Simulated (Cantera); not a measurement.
A perfectly stirred reactor is fed with NO : N2 = 1 : 0.81 (molar parts), at 13300 Pa; it is held at 2048 K, and followed from long to short residence time.

Computed with Cantera and GRI-Mech 3.0 (53 species, 325 reactions).

Problem. What does this change do: pressure from 13300 Pa to 2670 Pa?

Solution. 
```
quantity                 before     after
---------------------  --------  --------
x(NO) at τ = 6.60 s       0.122     0.215
x(N2O) at τ = 6.60 s    5.18e-6   1.21e-5
x(N2) at τ = 6.60 s       0.662     0.615
x(O2) at τ = 6.60 s       0.215     0.167
x(O) at τ = 6.60 s      0.00123   0.00247
x(NO) at τ = 0.170 s      0.513     0.541
x(N2O) at τ = 0.170 s  0.000109  0.000107
x(N2) at τ = 0.170 s      0.467     0.453
x(O2) at τ = 0.170 s     0.0191   0.00510
x(O) at τ = 0.170 s    0.000474  0.000774
```
Radical loss at walls, strong at low pressure, is not modelled.

Problem. What does this change do: temperature 2048 to 1973 K?

Solution. 
```csv
quantity,before,after
x(NO) at τ = 6.60 s,0.122,0.210
x(N2O) at τ = 6.60 s,5.18e-6,1.56e-5
x(N2) at τ = 6.60 s,0.662,0.619
x(O2) at τ = 6.60 s,0.215,0.171
x(O) at τ = 6.60 s,0.00123,0.000629
x(NO) at τ = 0.170 s,0.513,0.534
x(N2O) at τ = 0.170 s,0.000109,0.000117
x(N2) at τ = 0.170 s,0.467,0.457
x(O2) at τ = 0.170 s,0.0191,0.00912
x(O) at τ = 0.170 s,0.000474,0.000216
```
